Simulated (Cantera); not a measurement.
A perfectly stirred reactor is fed with NH₃ : N₂ = 1 : 0.31 (molar parts), at 2670 Pa; it is held at 1400 K, and followed from long to short residence time.

Cantera simulation using the gas-phase N/H chemistry of the illustrative SiF4/NH3 mechanism in the Surface Chemkin manual (1991); the numbers are that mechanism's predictions, not measurements. Walls and surfaces, which speed up NH3 decomposition in real reactors, are not modelled.

Problem. What does this change do: temperature 1400 to 2375 K?

Solution. 
| quantity | before | after |
|---|---|---|
| x(NH₃) at τ = 1.70 s | 0.763 | 0.00779 |
| x(N₂H₄) at τ = 1.70 s | 8.49e-9 | 5.62e-11 |
| x(NH) at τ = 1.70 s | 2.90e-8 | 4.55e-5 |
| x(N₂) at τ = 1.70 s | 0.237 | 0.348 |
| x(H) at τ = 1.70 s | 8.36e-9 | 0.00614 |
| x(NH₃) at τ = 32.0 ms | 0.763 | 0.346 |
| x(N₂H₄) at τ = 32.0 ms | 1.79e-11 | 8.91e-9 |
| x(NH) at τ = 32.0 ms | 9.79e-11 | 0.000128 |
| x(N₂) at τ = 32.0 ms | 0.237 | 0.298 |
| x(H) at τ = 32.0 ms | 1.89e-10 | 0.000971 |
